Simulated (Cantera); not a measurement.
Mixture: CH4 : O2 : N2 = 1 : 2.74 : 10.3 (molar parts), equivalence ratio 0.73, at 10.0 bar, adiabatic and at constant volume. Ignition delay is the time to a rise of 400 K.

Model: GRI-Mech 3.0 (53 species, 325 reactions), integrated in Cantera.

Problem. What does this change do: CH4 1 to 0.42 parts?

Solution. 
```csv
quantity,before,after
delay at 1175 K,5.40 ms,4.12 ms
delay at 1225 K,2.89 ms,2.17 ms
delay at 1275 K,1.60 ms,1.19 ms
delay at 1325 K,0.913 ms,0.683 ms
delay at 1375 K,0.535 ms,0.404 ms
delay at 1425 K,0.321 ms,0.247 ms
delay at 1475 K,0.197 ms,0.155 ms
apparent activation energy between 1375 and 1475 K,170 kJ/mol,160 kJ/mol
```
